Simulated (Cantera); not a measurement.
Input: 1 mol Al(CH3)3, 1.1 mol N2O, 92 mol H2, equilibrated at 3.70 mbar.

Cantera equilibrium calculation (NASA polynomials, part measured and part estimated; ideal gas, pure solids and liquids). Candidate condensed phases: Al, AlN, Al2O3, C, C6H6, C7H8, C8H18, H2O; 148 gas species. The feed counts by its element totals alone. Equilibrium is a limit: real reactors are often held back by kinetics, nucleation or transport.

Question: At 2223 K, list the 7 most abundant gas species with their mole fractions, and the condensed phases.

Answer: H2 0.867, H 0.0981, CO 0.0105, Al 0.00944, N2 0.00894, HCN 0.00286, C2H2 (acetylene) 0.00252. Condensed: C(graphite).
